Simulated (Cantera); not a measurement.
Input (Python, Cantera) and output of one run.

```python
import numpy as np
import cantera as ct

gas_names = """
    AL ALCL ALCL2 ALCL3 ALH ALN ALO ALOCL ALOH ALO2 ALO2H AL2 AL2CL6 AL2O AL2O2 CL CLO CL2 H HALO HCL
    HNO HNO2 HNO3 HOCL HO2 H2 H2O H2O2 N NH NH2 NH3 NH2OH NO NO2 NO3 N2 N2H2 N2H4 N2O O OH O2 O3
""".split()
cond_names = """
    AL(cr) AL(L) ALCL3(s) ALCL3(L) ALN(s) AL2O3(a) AL2O3(L) H2O(s) H2O(L) NH4CL(a) NH4CL(b)
""".split()


def load(file, names, dense=False):
    # The tables refer to 1 bar. Condensed volumes are neglected.
    table = {s.name: s for s in ct.Species.list_from_file(file)}
    out = []
    for n in names:
        d = dict(table[n].input_data)
        d["thermo"] = dict(d["thermo"], **{"reference-pressure": 1e5})
        if dense:
            d["equation-of-state"] = {"model": "constant-volume", "density": "1e6 g/cm^3"}
        out.append(ct.Species.from_dict(d))
    return out


gas = ct.Solution(thermo="ideal-gas", species=load("nasa_gas.yaml", gas_names))
cond = {s.name: ct.Solution(thermo="fixed-stoichiometry", species=[s], name=s.name)
        for s in load("nasa_condensed.yaml", cond_names, dense=True)}
atoms = {
    'AlCl3': {'AL': 1, 'CL': 3},
    'H2O': {'H': 2, 'O': 1},
    'N2': {'N': 2},
}
top_T = {'ALN(s)': 2750}  # K; cautious upper limits of use, not melting points


def equilibrate(T, P, feed):
    n = {}
    for name, mol in feed.items():
        for a, k in atoms[name].items():
            n[a] = n.get(a, 0.0) + k * mol
    gas.TPX = T, P, n
    mass = sum(n.values()) * gas.mean_molecular_weight
    gas.equilibrate("TP")
    valid = [c for c in cond.values() if c.min_temp <= T <= top_T.get(c.name, c.max_temp)]
    mix = ct.Mixture([(gas, mass / gas.mean_molecular_weight)] + [(c, 0.0) for c in valid])
    mix.T, mix.P = T, P
    mix.equilibrate("TP", solver="vcs", rtol=1e-11, max_steps=5000)
    return mix


results = []
T = 825  # K
P = 1333.22  # Pa
for m in [17, 44, 71, 98, 130, 150, 180]:
    feed = {'AlCl3': 1, 'H2O': 0.64, 'N2': m}  # mol
    mix = equilibrate(T, P, feed)
    results.append((T, P, feed, dict(zip(mix.species_names, mix.species_moles))))

top = {s: max(r[3][s] / sum(r[3][g] for g in gas_names) for r in results) for s in gas_names}
cols = sorted((s for s in top if top[s] > 1e-06), key=lambda s: -top[s])[:5]
seen = [c for c in cond_names if any(r[3].get(c, 0) > 1e-12 for r in results)]
print("log10 of partial pressures in bar; condensed amounts in mol")
print(f"{'n(N2)':>10s}" + "".join(f"{s[:9]:>10s}" for s in cols + seen))
for T, P, feed, n in results:
    ng = sum(n[g] for g in gas_names)
    print(f"{feed['N2']:10.4g}" + "".join(f"{np.log10(max(n[s] / ng * P / 1e5, 1e-99)):10.3f}" for s in cols)
          + "".join(f"{n.get(c, 0):10.4g}" for c in seen))
```

Output:

```
log10 of partial pressures in bar; condensed amounts in mol
     n(N2)        N2       HCL     ALCL3    AL2CL6  AL2O3(a)
        17    -1.920    -3.043    -3.393    -6.496    0.2133
        44    -1.893    -3.429    -3.778    -7.267    0.2133
        71    -1.886    -3.630    -3.979    -7.669    0.2133
        98    -1.883    -3.767    -4.116    -7.942    0.2133
       130    -1.881    -3.888    -4.237    -8.184    0.2133
       150    -1.880    -3.949    -4.298    -8.307    0.2133
       180    -1.880    -4.028    -4.376    -8.463    0.2133
```

These are equilibrium values from Cantera (NASA tables, ideal gas, pure condensed phases), not measurements of a reactor. Condensed phases not in the tables: AlOCl.
